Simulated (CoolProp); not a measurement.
Water at several states: density (kg/m³) from the reference equation and from simpler models built on Tc = 373.9 °C, pc = 22060 kPa, ω = 0.344; each cubic takes its own stable root.

Model: reference Helmholtz-energy equation of state, Wagner 2002, in CoolProp.

| T (°C) | p (kPa) | phase | reference | van der Waals | Redlich-Kwong | Soave-Redlich-Kwong | Peng-Robinson |
|---|---|---|---|---|---|---|---|
| 230.55 | 1210 | gas | 5.491 | 5.367 | 5.416 | 5.444 | 5.458 |
| 33.35 | 60800 | liquid | 1020 | 506.0 | 740.8 | 758.0 | 850.1 |
| 459.15 | 71700 | supercritical | 513.4 | 337.6 | 385.9 | 357.6 | 389.0 |
